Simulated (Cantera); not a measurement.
Thermodynamics of hydrogen reduction and annealing atmospheres, feed CuO + H2 + N2

Charge: 1 mol CuO, 8.9 mol H2, 0.37 mol N2, held at 95.0 Pa.

Equilibrium computed with Cantera from the NASA thermochemical tables; the gas is ideal and each condensed phase is pure. Candidate condensed phases: Cu, CuO, Cu(OH)2, Cu2O, H2O; 27 gas species. Rates play no part.

| T (K) | x H2 | x H2O | x Cu | x N2 | x H | x OH | x Cu2 | x O | n Cu(l) |
|---|---|---|---|---|---|---|---|---|---|
| 1500 | 0.844 | 0.107 | 0.00866 | 0.0396 | 0.000525 | 1.90e-6 | 3.39e-6 | 1.02e-9 | 0.919 |
| 1550 | 0.835 | 0.106 | 0.0195 | 0.0391 | 0.000934 | 3.97e-6 | 1.05e-5 | 3.77e-9 | 0.815 |
| 1600 | 0.815 | 0.103 | 0.0419 | 0.0382 | 0.00159 | 7.90e-6 | 3.00e-5 | 1.28e-8 | 0.594 |
| 1650 | 0.777 | 0.0985 | 0.0855 | 0.0364 | 0.00260 | 1.49e-5 | 8.02e-5 | 4.06e-8 | 0.131 |
| 1700 | 0.766 | 0.0971 | 0.0970 | 0.0360 | 0.00418 | 2.74e-5 | 6.81e-5 | 1.20e-7 | 0 |
| 1750 | 0.763 | 0.0970 | 0.0970 | 0.0359 | 0.00659 | 4.91e-5 | 4.59e-5 | 3.34e-7 | 0 |
| 1800 | 0.760 | 0.0968 | 0.0968 | 0.0358 | 0.0101 | 8.52e-5 | 3.15e-5 | 8.78e-7 | 0 |
x: gas mole fraction; n: condensed amount in mol.

From 1500 K to 1650 K the condensed part is Cu(l). From 1700 K to 1800 K nothing is condensed. The main Cu-bearing gas is Cu throughout.
